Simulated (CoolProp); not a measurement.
A Linde-Hampson liquefier for normal hydrogen: isothermal reversible compression at 280 K from 1 atm to 5 MPa, throttling to 1 atm, return gas leaving the recuperator 5 K below the feed. Each further row changes one setting.

The numbers come from the reference Helmholtz-energy equation of state, Leachman 2009 in CoolProp.

| case | compression work (kJ/kg of gas) |
|---|---|
| as stated | 4540 |
| high pressure 10 MPa | 5370 |
| warm-end temperature 310 K | 5020 |
| warm-end gap 10 K | 4540 |
